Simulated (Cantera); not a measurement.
Cantera run:

```python
import numpy as np
import cantera as ct

gas_names = [...]  # 135 gases of nasa_gas.yaml made of C, Cl, F, H
cond_names = """
    C(gr) C6H6(L) C7H8(L) C8H18(L),n-octa
""".split()


# ... load() reads the species with a 1 bar reference pressure and builds the phases ...
atoms = {
    'CCl4': {'C': 1, 'CL': 4},
    'F2': {'F': 2},
    'H2': {'H': 2},
}
top_T = {'C(gr)': 4500}  # K; cautious upper limits of use, not melting points


# ... equilibrate(T, P, feed) seeds the gas with the atoms and calls Mixture.equilibrate('TP', solver="vcs", rtol=1e-11, max_steps=5000) ...
results = []
feed = {'CCl4': 1, 'F2': 0.028, 'H2': 0.096}  # mol
P = 21000  # Pa
for T in [2500, 2750, 3000, 3250, 3500, 3750, 4000, 4250, 4500, 4750, 5000]:
    mix = equilibrate(T, P, feed)
    results.append((T, P, feed, dict(zip(mix.species_names, mix.species_moles))))
    x = sorted(zip(gas.X, gas.species_names), reverse=True)
    print(f"T = {T:g} K  P = {P:g} Pa  gas = {mix.phase_moles(0):.4g} mol")
    print("   x: " + "  ".join(f"{s} {v:.3e}" for v, s in x if v > 0.001))
    print("   condensed (mol): " + ("  ".join(f"{mix.phase(i).name} {mix.phase_moles(i):.4g}"
          for i in range(1, mix.n_phases) if mix.phase_moles(i) > 1e-12) or "none"))
```

Result:

```
T = 2500 K  P = 21000 Pa  gas = 3.993 mol
   x: CL 9.350e-01  HCL 3.510e-02  CL2 1.567e-02  HF 1.290e-02  F 1.016e-03
   condensed (mol): C(gr) 0.9986
T = 2750 K  P = 21000 Pa  gas = 4.037 mol
   x: CL 9.451e-01  HCL 3.499e-02  HF 1.195e-02  CL2 5.221e-03  F 1.760e-03
   condensed (mol): C(gr) 0.9972
T = 3000 K  P = 21000 Pa  gas = 4.067 mol
   x: CL 9.457e-01  HCL 3.345e-02  HF 1.068e-02  H 2.860e-03  F 2.744e-03  CL2 2.051e-03  C3 1.486e-03
   condensed (mol): C(gr) 0.976
T = 3250 K  P = 21000 Pa  gas = 4.186 mol
   x: CL 9.263e-01  HCL 2.697e-02  C3 1.725e-02  H 9.592e-03  HF 8.503e-03  F 4.092e-03  C 2.164e-03  C2 1.841e-03
   condensed (mol): C(gr) 0.7357
T = 3500 K  P = 21000 Pa  gas = 4.515 mol
   x: CL 8.688e-01  C3 5.890e-02  H 2.004e-02  HCL 1.581e-02  C 1.062e-02  C2 8.789e-03  F 5.887e-03  HF 5.273e-03  C5 2.222e-03  CF 1.229e-03
   condensed (mol): none
T = 3750 K  P = 21000 Pa  gas = 4.631 mol
   x: CL 8.548e-01  C3 4.975e-02  H 2.961e-02  C 2.797e-02  C2 1.499e-02  F 8.117e-03  HCL 8.055e-03  HF 2.728e-03  CF 1.240e-03
   condensed (mol): none
T = 4000 K  P = 21000 Pa  gas = 4.778 mol
   x: CL 8.327e-01  C 6.062e-02  H 3.475e-02  C3 3.435e-02  C2 2.062e-02  F 9.553e-03  HCL 3.672e-03  HF 1.133e-03  CF 1.028e-03
   condensed (mol): none
T = 4250 K  P = 21000 Pa  gas = 4.953 mol
   x: CL 8.054e-01  C 1.060e-01  H 3.637e-02  C2 2.132e-02  C3 1.707e-02  F 1.016e-02  HCL 1.649e-03
   condensed (mol): none
T = 4500 K  P = 21000 Pa  gas = 5.102 mol
   x: CL 7.829e-01  C 1.472e-01  H 3.654e-02  C2 1.565e-02  F 1.038e-02  C3 5.521e-03
   condensed (mol): none
T = 4750 K  P = 21000 Pa  gas = 5.183 mol
   x: CL 7.710e-01  C 1.707e-01  H 3.650e-02  F 1.051e-02  C2 8.883e-03  C3 1.302e-03
   condensed (mol): none
T = 5000 K  P = 21000 Pa  gas = 5.218 mol
   x: CL 7.661e-01  C 1.812e-01  H 3.650e-02  F 1.058e-02  C2 4.599e-03
   condensed (mol): none
```

Cantera equilibrium calculation (NASA polynomials, part measured and part estimated; ideal gas, pure solids and liquids). The tables' values for CCl are old estimates; treat these amounts as uncertain.
